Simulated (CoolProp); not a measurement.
R11 along the isotherm 226.85 °C: fugacity coefficient from the reference equation and from simpler models built on Tc = 198.0 °C, pc = 4.408 MPa, ω = 0.189; each cubic takes its own stable root.

Values from CoolProp's reference Helmholtz-energy equation of state, Jacobsen 1992.

```tsv
p (MPa)	phase	reference
0.689	gas	0.9573
1.38	gas	0.9149
2.07	gas	0.8729
2.75	gas	0.8318
3.44	gas	0.7903
4.13	gas	0.7487
4.82	supercritical	0.7067
5.51	supercritical	0.6641
6.2	supercritical	0.6210
6.89	supercritical	0.5804
7.58	supercritical	0.5448
8.26	supercritical	0.5148
8.95	supercritical	0.4886
9.64	supercritical	0.4661
10.3	supercritical	0.4473
11	supercritical	0.4298
```

Problem. How far does each simpler model (van der Waals, Redlich-Kwong) lie from the reference over these 16 states: mean and median of the absolute difference, and the worst?

Solution. 
- van der Waals: mean 2.1 %, median 1.5 %, worst +5.5 % at 226.85 °C and 11 MPa
- Redlich-Kwong: mean 0.5 %, median 0.6 %, worst +1.0 % at 226.85 °C and 11 MPa
